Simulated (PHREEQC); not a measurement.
Consider water at 25 °C with 20 mmol/kgw NH4HF2, 0.56 mmol/kgw H2SiF6 and 120 mmol/kgw H3PO4. Closed to the air; pH follows from the charge balance.

All values are PHREEQC results (ion-association model, wateq4f.dat), not measurements.

Precipitation was switched off in this run.

### Question
Estimate the pH.

### Answer
pH 1.75.

### Question
In which forms is F present?

### Answer
HF 75 %, H2F2 13 %, SiF6-2 7.7 %, F- 3.5 %, HF2- 0.9 % of the F.

wateq4f.dat counts part of the HF as a dimer, H2F2, which phreeqc.dat doesn't know; its constant is uncertain. H3PO4, which wateq4f.dat lacks, is added to it with the constant of phreeqc.dat. SiF6-2 is the database's only silicon fluoride.
